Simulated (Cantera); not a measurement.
A Cantera script and its output.

```python
import numpy as np
import cantera as ct

gas = ct.Solution("gri30.yaml")
gas.TPX = 1750, 2666, {'CH4': 4.1, 'H2': 4.9}
inlet = ct.Reservoir(gas, clone=True)

reactor = ct.IdealGasConstPressureReactor(gas, energy="off", clone=False)
exhaust = ct.Reservoir(gas, clone=True)
tau = [1.1, 0.46, 0.19, 0.083, 0.035, 0.015, 0.0063, 0.0027, 0.0011, 0.00049][0]
for a, b in ((inlet, reactor), (reactor, exhaust)):
    ct.MassFlowController(a, b, mdot=lambda t: reactor.mass / tau)
net = ct.ReactorNet([reactor])
show = ['CH4', 'H2', 'C2H6', 'CH3', 'C2H4', 'H']

rows = []
print(f"{'tau/s':>10s}{'T/K':>9s}" + "".join(f"{s:>11s}" for s in show))
for tau in [1.1, 0.46, 0.19, 0.083, 0.035, 0.015, 0.0063, 0.0027, 0.0011, 0.00049]:
    net.initial_time = 0.0
    net.advance(30 * tau)
    before = gas.X
    net.advance(40 * tau)
    drift = np.max(np.abs(gas.X - before) / (gas.X + 1e-9))
    rows.append([gas.T, *gas[show].X, drift])
    print(f"{tau:10.3e}{gas.T:9.1f}" + "".join(f"{x:11.3e}" for x in gas[show].X))
```

It prints:

```
     tau/s      T/K        CH4         H2       C2H6        CH3       C2H4          H
 1.100e+00   1750.0  4.719e-02  8.110e-01  8.923e-06  1.115e-03  3.518e-04  9.533e-04
 4.600e-01   1750.0  7.647e-02  7.915e-01  2.074e-05  1.654e-03  6.897e-04  8.541e-04
 1.900e-01   1750.0  1.213e-01  7.616e-01  4.599e-05  2.401e-03  1.446e-03  7.557e-04
 8.300e-02   1750.0  1.793e-01  7.228e-01  8.925e-05  3.275e-03  2.790e-03  6.658e-04
 3.500e-02   1750.0  2.545e-01  6.726e-01  1.566e-04  4.252e-03  4.903e-03  5.718e-04
 1.500e-02   1750.0  3.345e-01  6.195e-01  2.224e-04  4.962e-03  6.765e-03  4.719e-04
 6.300e-03   1750.0  4.060e-01  5.729e-01  2.159e-04  4.741e-03  5.822e-03  3.449e-04
 2.700e-03   1750.0  4.445e-01  5.495e-01  9.421e-05  3.010e-03  1.839e-03  1.903e-04
 1.100e-03   1750.0  4.534e-01  5.450e-01  1.679e-05  1.289e-03  1.798e-04  7.880e-05
 4.900e-04   1750.0  4.548e-01  5.446e-01  2.725e-06  5.760e-04  1.697e-05  3.556e-05
```

Detailed kinetics in Cantera: GRI-Mech 3.0 (53 species, 325 reactions). GRI-Mech 3.0 stops at C3 and has no aromatics, soot or wall deposition, so with more carbon than oxygen in the feed, carbon stays in small species such as C2H2 where larger ones or solid carbon would form. Radical loss at walls, strong at low pressure, is not modelled.
